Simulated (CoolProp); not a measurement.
Vapour-liquid equilibrium of C3F8 (R218) (1) + R134a (2) at 0.0701 MPa; x and y are mole fractions of (1).

Computed with CoolProp (multi-fluid Helmholtz-energy mixture model, Lemmon 2006 and Tillner-Roth 1994; pair parameters Bell 2016).

```csv
x,bubble temperature (K),y at the bubble point,dew temperature at overall composition x (K),liquid density (mol/L)
0.05,234.0,0.267,238.4,13.45
0.2,227.3,0.536,235.4,12.50
0.35,225.6,0.605,232.0,11.58
0.5,225.1,0.636,228.2,10.76
0.65,224.9,0.666,224.9,10.06
0.8,225.1,0.725,225.9,9.457
0.95,227.0,0.885,227.8,8.913
```

y crosses x between x = 0.65 and 0.8: the model has an azeotrope there.

Pair parameters are fitted to limited data, so mixtures are less certain than the pure fluids.
